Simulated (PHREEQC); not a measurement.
## City or well water

Model water analysis in mmol/kgw, 25 °C, pH 6.79, pe 8.8:

```json
[
 {"constituent": "Na", "mmol/kgw": "0.251"},
 {"constituent": "K", "mmol/kgw": "0.417"},
 {"constituent": "Ca", "mmol/kgw": "0.213"},
 {"constituent": "Mg", "mmol/kgw": "0.26"},
 {"constituent": "Cl", "mmol/kgw": "0.508"},
 {"constituent": "S(6)", "mmol/kgw": "0.194"},
 {"constituent": "Alkalinity (meq/kgw)", "mmol/kgw": "0.738"},
 {"constituent": "Li", "mmol/kgw": "0.00252"},
 {"constituent": "Sr", "mmol/kgw": "0.0028"},
 {"constituent": "O(0) (counted as O atoms)", "mmol/kgw": "0.00035"},
 {"constituent": "B", "mmol/kgw": "0.00162"}
]
```

Valence states are taken as typed.

Computed with PHREEQC (ion-association model, phreeqc.dat).

No solid was allowed to form.

**Question.** What specific conductance does the model give?

**Answer.** specific conductance 185 µS/cm.

**Question.** In which forms is Sr present?

**Answer.** Sr+2 97 %, SrSO4 2.3 %, SrHCO3+ 0.9 % of the Sr.

Species that the database lacks are ignored.
